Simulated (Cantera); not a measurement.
Input: 1 mol B₂O₃, 11 mol H₂, at 7.28 Torr.

Equilibrium computed with Cantera from the NASA thermochemical tables; the gas is ideal and each condensed phase is pure. Candidate condensed phases: B, B₂O₃, B₃O₃H₃, H₂O; 23 gas species. Equilibrium is a limit: real reactors are often held back by kinetics, nucleation or transport.

log p: log10 of the partial pressure in bar; nothing condenses.

```tsv
T (°C)	log p H₂	log p H	log p BO	log p HBO₂	log p B₂O₃	log p HBO	log p H₂O
1475	-2.07	-4.68	-4.85	-3.44	-3.38	-3.52	-4.68
1575	-2.07	?	?	-3.41	-3.41	-3.48	?
1675	-2.08	?	?	-3.39	-3.46	-3.46	?
1775	-2.09	-3.69	-3.92	-3.38	-3.51	-3.45	-4.19
1875	-2.10	-3.43	-3.69	-3.37	-3.58	-3.47	-4.05
1975	-2.12	-3.19	-3.51	-3.37	-3.67	-3.50	-3.91
2075	-2.14	-2.98	-3.36	-3.40	-3.78	-3.56	-3.79
```

Task: Complete the blanks.

Result: 
- 1575, log p H: -4.31
- 1575, log p BO: -4.49
- 1575, log p H₂O: -4.51
- 1675, log p H: -3.99
- 1675, log p BO: -4.18
- 1675, log p H₂O: -4.35
